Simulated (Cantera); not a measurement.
An isothermal, constant-pressure homogeneous reactor starts with CH4 : H2 = 0.029 : 1 (molar parts), at 1625 K and 0.0133 bar. Integrator tolerance rtol = 1e-08.

Model: GRI-Mech 3.0 (53 species, 325 reactions), integrated in Cantera. GRI-Mech 3.0 stops at C3 and has no aromatics, soot or wall deposition, so with more carbon than oxygen in the feed, carbon stays in small species such as C2H2 where larger ones or solid carbon would form. Radical loss at walls, strong at low pressure, is not modelled.

### Question
What does this change do: H2 1 to 2.5 parts?

### Answer
| quantity | before | after |
|---|---|---|
| x(CH4) at 30.0 s | 0.00232 (gas-phase equilibrium 0.000370) | 0.00205 (gas-phase equilibrium 0.000240) |
| x(H2) at 30.0 s | 0.984 (gas-phase equilibrium 0.985) | 0.993 (gas-phase equilibrium 0.994) |
| x(CH2) at 30.0 s | 1.66e-8 (gas-phase equilibrium 2.77e-9) | 1.45e-8 (gas-phase equilibrium 1.78e-9) |
| x(CH3) at 30.0 s | 2.87e-5 (gas-phase equilibrium 4.66e-6) | 2.52e-5 (gas-phase equilibrium 3.01e-6) |
| x(C2H2) at 30.0 s | 0.0125 (gas-phase equilibrium 0.0135) | 0.00464 (gas-phase equilibrium 0.00554) |

### Question
What does this change do: CH4 0.029 to 0.004 parts?

### Answer
```json
[
 {"quantity": "x(CH4) at 30.0 s", "before": "0.00232 (gas-phase equilibrium 0.000370)", "after": "0.00152 (gas-phase equilibrium 0.000142)"},
 {"quantity": "x(H2) at 30.0 s", "before": "0.984 (gas-phase equilibrium 0.985)", "after": "0.997 (gas-phase equilibrium 0.997)"},
 {"quantity": "x(CH2) at 30.0 s", "before": "1.66e-8 (gas-phase equilibrium 2.77e-9)", "after": "1.08e-8 (gas-phase equilibrium 1.05e-9)"},
 {"quantity": "x(CH3) at 30.0 s", "before": "2.87e-5 (gas-phase equilibrium 4.66e-6)", "after": "1.88e-5 (gas-phase equilibrium 1.77e-6)"},
 {"quantity": "x(C2H2) at 30.0 s", "before": "0.0125 (gas-phase equilibrium 0.0135)", "after": "0.00121 (gas-phase equilibrium 0.00191)"}
]
```
